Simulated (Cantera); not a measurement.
Feed: 1 mol HMDSO, 2 mol O3, 10 mol H2, equilibrated at 0.0465 Torr.

These are equilibrium values from Cantera (NASA tables, ideal gas, pure condensed phases), not measurements of a reactor. Candidate condensed phases: C, C6H6, C7H8, C8H18, H2O, Si, SiC, SiO2; 123 gas species. The feed counts by its element totals alone. Mutual solubility and eutectic melting of coexisting phases are not modelled. The tables hold silica as quartz up to 1696 K and as liquid above; real silica turns to tridymite and cristobalite and melts near 1996 K. Equilibrium is a limit: real reactors are often held back by kinetics, nucleation or transport.

Q: At 1027 °C, list the 4 most abundant gas species with their mole fractions, and the condensed phases.

A: H2 0.767, CO 0.210, SiO 0.0234, H 0.000123. Condensed: SiC(s) + SiO2(β-quartz).
